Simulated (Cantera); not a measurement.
SiCl4 + HCl + H2 (chlorosilane synthesis and conversion)

A closed system holds: 1 mol SiCl4, 4.1 mol HCl, 0.23 mol H2, equilibrated at 1 atm.

Equilibrium computed with Cantera from the NASA thermochemical tables; the gas is ideal and each condensed phase is pure. Candidate condensed phases: Si; 19 gas species. The tables' values for SiCl3 are old estimates; treat these amounts as uncertain. The numbers say what is thermodynamically allowed, not how fast it happens.

| T (K) | log p HCl | log p SiCl4 | log p H2 | log p SiCl3 |
|---|---|---|---|---|
| 773 | -0.11 | -0.72 | -1.36 | -7.90 |
| 873 | -0.11 | -0.72 | -1.36 | -6.54 |
| 973 | -0.11 | -0.72 | -1.36 | -5.46 |
| 1073 | -0.11 | -0.72 | -1.36 | -4.59 |
| 1173 | -0.11 | -0.72 | -1.36 | -3.87 |
| 1273 | -0.11 | -0.72 | -1.37 | -3.26 |
| 1373 | -0.11 | -0.73 | -1.38 | -2.76 |
| 1473 | -0.11 | -0.74 | -1.40 | -2.34 |
| 1573 | -0.10 | -0.75 | -1.45 | -2.00 |
| 1673 | -0.10 | -0.79 | -1.54 | -1.74 |
log p: log10 of the partial pressure in bar; nothing condenses.

From 773 K to 1673 K nothing is condensed. The main Si-bearing gas is SiCl4 throughout.
